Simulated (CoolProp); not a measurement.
Model: reference Helmholtz-energy equation of state, Lemmon 2006, in CoolProp. It is a short technical equation, of lower accuracy than the large ones.

Question: For toluene, give the phase and the speed of sound (m/s), Joule-Thomson coefficient (K/MPa), isothermal compressibility (1/MPa), conductivity (mW/(m K)) at 285.05 °C and 3.48 MPa.

Answer: 
- 285.05 °C and 3.48 MPa: liquid; speed of sound 306, Joule-Thomson coefficient 1.16, isothermal compressibility 0.0290, conductivity 77.7

Thermal conductivity comes from a separate model (Assael 2012).
